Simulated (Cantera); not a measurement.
Thermodynamics of abatement and gas-phase synthesis, feed SF6 + O2

Input: 1 mol SF6, 2.7 mol O2, equilibrated at 140000 Pa.

Method: chemical equilibrium by Gibbs-energy minimisation in Cantera with the NASA 1993 tables (ideal gas, pure condensed phases). Candidate condensed phases: S; 25 gas species. The tables' values for SOF2, SF3 are old estimates; treat these amounts as uncertain. Rates play no part.

```
T (K)    x F   x O2     x O   x SO2     x SO
-----  -----  -----  ------  ------  -------
2675   0.681  0.192  0.0120   0.109  0.00301
2775   0.679  0.188  0.0180   0.107  0.00489
2875   0.676  0.184  0.0262   0.104  0.00758
2975   0.671  0.179  0.0371  0.0997   0.0112
3075   0.665  0.173  0.0511  0.0936   0.0160
3175   0.657  0.165  0.0685  0.0859   0.0217
3275   0.646  0.156  0.0896  0.0766   0.0283
3375   0.634  0.145   0.114  0.0661   0.0352
```
x: gas mole fraction; nothing condenses.

From 2675 K to 3375 K nothing is condensed.
